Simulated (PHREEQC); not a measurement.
Solution (25 °C): 0.0012 mol/kgw NaHSO4. Closed to the air; pH follows from the charge balance.

Model: ion-association model, phreeqc.dat, run in PHREEQC.

Each row changes one thing in this solution. This is a speciation only: nothing precipitates in the calculation.

```tsv
case	pH	ionic strength (mol/kgw)	SO4-2 (mol/kgw)	HSO4- (mol/kgw)
as made	2.98	0.00340	0.00110	9.28e-5
NaHSO4 replaced by Na2SO4 at the same molality	7.01	0.00358	0.00119	9.23e-9
3.4e-05 mol/kgw KOH added	2.99	0.00341	0.00110	9.04e-5
diluted 10-fold with water	3.94	0.000357	0.000119	1.26e-6
NaHSO4 replaced by K2SO4 at the same molality	7.01	0.00357	0.00119	9.20e-9
NaHSO4 replaced by FeSO4 at the same molality	6.30	0.00432	0.00108	4.28e-8
NaHSO4 replaced by KHSO4 at the same molality	2.98	0.00340	0.00110	9.27e-5
```
